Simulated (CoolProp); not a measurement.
Vapour-liquid equilibrium of fluoroethane (R161) (1) + R1234yf (2) at -49.75 °C; x and y are mole fractions of (1).

Model: multi-fluid Helmholtz-energy mixture model, Wu 2012 and Lemmon 2022; pair parameters Bell 2016, in CoolProp.

Q: Give the bubble pressure and the first vapour's composition at x = 0.125, 0.8, 0.875. Is there an azeotrope?

A: x = 0.125: 0.04100 MPa, y = 0.192; x = 0.8: 0.05368 MPa, y = 0.840; x = 0.875: 0.05458 MPa, y = 0.899. No azeotrope shows between x = 0.05 and 0.95.

The pair parameters rest on a limited set of measurements; away from them the model extrapolates.
